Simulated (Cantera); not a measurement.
An adiabatic, constant-pressure homogeneous reactor starts with CH4 : C2H6 : O2 : N2 : H2O = 1 : 0.28 : 3.01 : 11.3 : 0.66 (molar parts), at 1075 K and 5.20 bar. Integrator tolerance rtol = 1e-08.

Cantera simulation using GRI-Mech 3.0 (53 species, 325 reactions); the numbers are that mechanism's predictions, not measurements.

Task: What does this change do: constant volume in place of constant pressure?

Result: 
```csv
quantity,before,after
time of steepest temperature rise,9.32 ms,8.91 ms
temperature at 0.700 s,2610 K,2854 K
equilibrium temperature,2610 K,2854 K
x(CH4) at 0.700 s,<1e-12 (gas-phase equilibrium <1e-12),<1e-12 (gas-phase equilibrium <1e-12)
x(C2H6) at 0.700 s,<1e-12 (gas-phase equilibrium <1e-12),<1e-12 (gas-phase equilibrium <1e-12)
x(O2) at 0.700 s,0.0107 (gas-phase equilibrium 0.0107),0.0133 (gas-phase equilibrium 0.0133)
x(NO) at 0.700 s,0.00581 (gas-phase equilibrium 0.00581),0.00922 (gas-phase equilibrium 0.00922)
x(H2O2) at 0.700 s,4.10e-7 (gas-phase equilibrium 4.10e-7),1.13e-6 (gas-phase equilibrium 1.13e-6)
```
